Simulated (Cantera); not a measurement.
Feed: 1 mol B, 78 mol H₂, 9.2 mol NH₃, at 47.0 Pa.

Method: chemical equilibrium by Gibbs-energy minimisation in Cantera with the NASA 1993 tables (ideal gas, pure condensed phases). Candidate condensed phases: B, BN; 15 gas species. The tables' values for BH₂ are old estimates; treat these amounts as uncertain. Rates play no part.

x: gas mole fraction; n: condensed amount in mol.

```
T (K)   x H₂       x H    x N₂     x B     x BH₂  n BN(s)  n B(s)
-----  -----  --------  ------  ------  --------  -------  ------
1173   0.957   5.32e-6  0.0428  <1e-12  7.52e-12     1.00       0
1323   0.957   7.16e-5  0.0428  <1e-12   1.33e-9     1.00       0
1473   0.957  0.000571  0.0427       ?   8.12e-8    1.000       0
1623   0.954   0.00311  0.0427       ?   2.29e-6    1.000       0
1773   0.945    0.0128  0.0425       ?   3.62e-5    0.996       0
1923   0.911    0.0415  0.0467       ?  0.000269        0   0.966
2073   0.842     0.111  0.0450       ?  0.000590        0   0.842
2223   0.702     0.248  0.0414       ?   0.00102        0       0
```

Task: What belongs in the gaps?

Result: 
- 1473, x B: 2.07e-11
- 1623, x B: 9.12e-9
- 1773, x B: 1.42e-6
- 1923, x B: 7.47e-5
- 2073, x B: 0.000915
- 2223, x B: 0.00781
